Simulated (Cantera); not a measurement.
What does this Cantera script print?

```python
import numpy as np
import cantera as ct

gas = ct.Solution("gri30.yaml")
gas.TPX = 1250, 100000, {'N2O': 1}
inlet = ct.Reservoir(gas, clone=True)

reactor = ct.IdealGasConstPressureReactor(gas, energy="off", clone=False)
exhaust = ct.Reservoir(gas, clone=True)
tau = [7.1, 2.4, 0.84, 0.29, 0.098, 0.034, 0.012, 0.004, 0.0014][0]
for a, b in ((inlet, reactor), (reactor, exhaust)):
    ct.MassFlowController(a, b, mdot=lambda t: reactor.mass / tau)
net = ct.ReactorNet([reactor])
show = ['N2O', 'O2', 'O', 'NO', 'N2', 'NO2']

rows = []
print(f"{'tau/s':>10s}{'T/K':>9s}" + "".join(f"{s:>11s}" for s in show))
for tau in [7.1, 2.4, 0.84, 0.29, 0.098, 0.034, 0.012, 0.004, 0.0014]:
    net.initial_time = 0.0
    net.advance(30 * tau)
    before = gas.X
    net.advance(40 * tau)
    drift = np.max(np.abs(gas.X - before) / (gas.X + 1e-9))
    rows.append([gas.T, *gas[show].X, drift])
    print(f"{tau:10.3e}{gas.T:9.1f}" + "".join(f"{x:11.3e}" for x in gas[show].X))
```

It prints:

```
     tau/s      T/K        N2O         O2          O         NO         N2        NO2
 7.100e+00   1250.0  8.779e-02  2.841e-01  1.273e-06  3.928e-02  5.884e-01  4.098e-04
 2.400e+00   1250.0  2.021e-01  2.430e-01  1.882e-06  4.520e-02  5.092e-01  4.647e-04
 8.400e-01   1250.0  3.932e-01  1.812e-01  2.529e-06  4.136e-02  3.838e-01  4.194e-04
 2.900e-01   1250.0  6.329e-01  1.081e-01  3.076e-06  2.797e-02  2.307e-01  2.777e-04
 9.800e-02   1250.0  8.293e-01  4.991e-02  3.411e-06  1.374e-02  1.069e-01  1.303e-04
 3.400e-02   1250.0  9.321e-01  1.981e-02  3.559e-06  5.594e-03  4.249e-02  4.737e-05
 1.200e-02   1250.0  9.747e-01  7.359e-03  3.613e-06  2.101e-03  1.579e-02  1.371e-05
 4.000e-03   1250.0  9.914e-01  2.500e-03  3.630e-06  7.174e-04  5.366e-03  2.739e-06
 1.400e-03   1250.0  9.970e-01  8.785e-04  3.626e-06  2.528e-04  1.888e-03  4.470e-07
```

Cantera simulation using GRI-Mech 3.0 (53 species, 325 reactions); the numbers are that mechanism's predictions, not measurements. GRI-Mech 3.0 was tuned for natural gas; its chemistry of N2O as a main component is partial and can be far from experiment. The mechanism lacks the step 2 NO + O2 → 2 NO2, which can matter for NO2 below about 1400 K. The temperature is held fixed by assumption; the heat of reaction is taken as removed at once.
